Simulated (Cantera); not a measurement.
A Cantera script and its output.

```python
import numpy as np
import cantera as ct

gas = ct.Solution("gri30.yaml")


def delay(T, t_max=10):
    gas.TPX = T, 2300000, {'CH4': 1, 'O2': 1.25, 'N2': 4.7, 'H2O': 0.27}
    reactor = ct.IdealGasConstPressureReactor(gas, clone=False)
    net = ct.ReactorNet([reactor])
    net.rtol, net.atol = 1e-8, 1e-16
    while net.time < t_max:
        t_old, T_old = net.time, reactor.T
        net.step()
        if reactor.T > T + 400:  # ignition: a rise of 400 K
            return t_old + (T + 400 - T_old) / (reactor.T - T_old) * (net.time - t_old)
    return np.nan


taus = []
for T in [1175, 1250, 1325, 1400, 1475, 1550, 1625, 1700, 1775, 1850]:
    taus.append(delay(T))
    print(f"T0 = {T:6g} K   tau = {taus[-1]:.4e} s")
```

Output:

```
T0 =   1175 K   tau = 3.0748e-03 s
T0 =   1250 K   tau = 1.2985e-03 s
T0 =   1325 K   tau = 5.9294e-04 s
T0 =   1400 K   tau = 2.8558e-04 s
T0 =   1475 K   tau = 1.4277e-04 s
T0 =   1550 K   tau = 7.3354e-05 s
T0 =   1625 K   tau = 3.8601e-05 s
T0 =   1700 K   tau = 2.0858e-05 s
T0 =   1775 K   tau = 1.1648e-05 s
T0 =   1850 K   tau = 6.7691e-06 s
```

Cantera simulation using GRI-Mech 3.0 (53 species, 325 reactions); the numbers are that mechanism's predictions, not measurements. The pressure lies above the range GRI-Mech 3.0 was tuned for (to about 10 atm).
